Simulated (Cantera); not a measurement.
A Cantera script and what it prints.

```python
import numpy as np
import cantera as ct

gas_names = """
    N2 P4O10 N2O P2
""".split()
cond_names = """

""".split()


# ... load() reads the species with a 1 bar reference pressure and builds the phases ...
species = {s.name: s for s in load("nasa_gas.yaml", gas_names) + load("nasa_condensed.yaml", cond_names)}
# Each term lists the table entries of one substance; the one whose range holds T is used.
reactions = {
    '10 N2(g) + P4O10(g) = 10 N2O(g) + 2 P2(g)':
        [(-10, ['N2']), (-1, ['P4O10']), (10, ['N2O']), (2, ['P2'])],
}


def pick(names, T):
    return next(species[n] for n in names if species[n].thermo.min_temp <= T <= species[n].thermo.max_temp)


results = []
for label, terms in reactions.items():
    print(label)
    print("     T/K   dH/kJ  dS/(J/K)   dG/kJ   log10 K")
    for T in [300, 1050, 1100, 1150, 1200, 1250, 1300, 1350, 1400, 1450, 1500]:
        used = [(nu, pick(names, T)) for nu, names in terms]
        dH = sum(nu * s.thermo.h(T) for nu, s in used) / 1e6
        dS = sum(nu * s.thermo.s(T) for nu, s in used) / 1e3
        dG = dH - T * dS / 1e3
        logK = -dG * 1e6 / (ct.gas_constant * T * np.log(10))
        results.append((label, T, dH, dS, dG, logK, [s.name for _, s in used]))
        print(f"{T:8g} {dH:8.1f} {dS:8.1f} {dG:8.1f} {logK:8.2f}")
```

Result:

```
10 N2(g) + P4O10(g) = 10 N2O(g) + 2 P2(g)
     T/K   dH/kJ  dS/(J/K)   dG/kJ   log10 K
     300   4007.4    316.1   3912.5  -681.22
    1050   3995.1    292.6   3687.9  -183.46
    1100   3994.8    292.3   3673.3  -174.43
    1150   3994.5    292.0   3658.7  -166.18
    1200   3994.2    291.7   3644.1  -158.62
    1250   3993.9    291.5   3629.5  -151.67
    1300   3993.6    291.3   3615.0  -145.25
    1350   3993.4    291.1   3600.4  -139.31
    1400   3993.2    291.0   3585.9  -133.79
    1450   3993.0    290.8   3571.3  -128.65
    1500   3992.9    290.7   3556.8  -123.86
```

Source: NASA polynomial tables (part measured, part estimated), evaluated in Cantera. Condensed species are held in their standard states even where they would react or evaporate.
